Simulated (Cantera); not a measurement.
An isothermal, constant-pressure homogeneous reactor starts with C2H6 : N2 : H2O = 1 : 150 : 0.24 (molar parts), at 1850 K and 0.00602 atm.

Model: GRI-Mech 3.0 (53 species, 325 reactions), integrated in Cantera. GRI-Mech 3.0 stops at C3 and has no aromatics, soot or wall deposition, so with more carbon than oxygen in the feed, carbon stays in small species such as C2H2 where larger ones or solid carbon would form. Radical loss at walls, strong at low pressure, is not modelled.

**Question.** Predict: x(C2H2) at 30.0 s; x(CH3) at 30.0 s; x(H) at 30.0 s; x(CH4) at 30.0 s; x(H2) at 30.0 s; x(C2H) at 30.0 s.

**Answer.** 
```json
{
  "x(C2H2) at 30.0 s": "0.00546 (gas-phase equilibrium 0.000301)",
  "x(CH3) at 30.0 s": "1.67e-6 (gas-phase equilibrium 8.87e-9)",
  "x(H) at 30.0 s": "0.000417 (gas-phase equilibrium 0.000849)",
  "x(CH4) at 30.0 s": "3.01e-6 (gas-phase equilibrium 7.79e-9)",
  "x(H2) at 30.0 s": "0.0151 (gas-phase equilibrium 0.0149)",
  "x(C2H) at 30.0 s": "1.62e-6 (gas-phase equilibrium 1.84e-7)"
}
```
